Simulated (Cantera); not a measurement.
A perfectly stirred reactor is fed with N2O = 1 (molar parts), at 0.0987 atm; it is held at 1175 K, and followed from long to short residence time.

Model: GRI-Mech 3.0 (53 species, 325 reactions), integrated in Cantera. GRI-Mech 3.0 was tuned for natural gas; its chemistry of N2O as a main component is partial and can be far from experiment. The mechanism lacks the step 2 NO + O2 → 2 NO2, which can matter for NO2 below about 1400 K. The temperature is held fixed by assumption; the heat of reaction is taken as removed at once.

Problem. What does this change do: 0.008 parts H2O added?

Solution. 
```
quantity                 before     after
---------------------  --------  --------
x(N2O) at τ = 2.80 s      0.863     0.852
x(NO2) at τ = 2.80 s    9.65e-6  0.000269
x(O) at τ = 2.80 s      1.22e-6   1.15e-6
x(NO) at τ = 2.80 s     0.00862   0.00781
x(N2) at τ = 2.80 s      0.0868    0.0896
x(N2O) at τ = 69.0 ms     0.996     0.988
x(NO2) at τ = 69.0 ms   7.89e-8   3.18e-5
x(O) at τ = 69.0 ms     1.22e-6   1.25e-6
x(NO) at τ = 69.0 ms   0.000247  0.000218
x(N2) at τ = 69.0 ms    0.00247   0.00259
```
